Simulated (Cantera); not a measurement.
Reactions in the system H-N-Nb-O

Cantera with NASA thermochemical tables; ideal gases at 1 bar, condensed phases pure. Values are per mole of reaction as written; species without (g) are pure solids or liquids, kept so even where they would boil at 1 bar. NbO: taken at fixed stoichiometry.

2 NH3(g) + 7 NbO2(g) → N2O(g) + 6 OH(g) + 7 NbO

| T (K) | ΔH° (kJ) | ΔS° (J/K) | ΔG° (kJ) | log10 K |
|---|---|---|---|---|
| 2623 | -239.7 | -127.6 | 95.0 | -1.89 |
| 2673 | -231.7 | -124.6 | 101.3 | -1.98 |
| 2723 | -223.6 | -121.6 | 107.4 | -2.06 |
| 2773 | -215.6 | -118.7 | 113.4 | -2.14 |
| 2823 | -207.5 | -115.8 | 119.3 | -2.21 |
| 2873 | -199.5 | -113.0 | 125.0 | -2.27 |
| 2923 | -191.4 | -110.2 | 130.6 | -2.33 |
| 2973 | -183.4 | -107.4 | 136.0 | -2.39 |

2 NbO2 + 2 OH(g) → H2O(g) + Nb2O5

```json
[
 {"T (K)": "2623", "ΔH° (kJ)": "-691.0", "ΔS° (J/K)": "-180.6", "ΔG° (kJ)": "-217.3", "log10 K": "4.33"},
 {"T (K)": "2673", "ΔH° (kJ)": "-689.2", "ΔS° (J/K)": "-179.9", "ΔG° (kJ)": "-208.3", "log10 K": "4.07"},
 {"T (K)": "2723", "ΔH° (kJ)": "-687.4", "ΔS° (J/K)": "-179.2", "ΔG° (kJ)": "-199.3", "log10 K": "3.82"},
 {"T (K)": "2773", "ΔH° (kJ)": "-685.5", "ΔS° (J/K)": "-178.6", "ΔG° (kJ)": "-190.4", "log10 K": "3.59"},
 {"T (K)": "2823", "ΔH° (kJ)": "-683.7", "ΔS° (J/K)": "-177.9", "ΔG° (kJ)": "-181.5", "log10 K": "3.36"},
 {"T (K)": "2873", "ΔH° (kJ)": "-681.9", "ΔS° (J/K)": "-177.3", "ΔG° (kJ)": "-172.6", "log10 K": "3.14"},
 {"T (K)": "2923", "ΔH° (kJ)": "-680.0", "ΔS° (J/K)": "-176.6", "ΔG° (kJ)": "-163.8", "log10 K": "2.93"},
 {"T (K)": "2973", "ΔH° (kJ)": "-678.2", "ΔS° (J/K)": "-176.0", "ΔG° (kJ)": "-154.9", "log10 K": "2.72"}
]
```
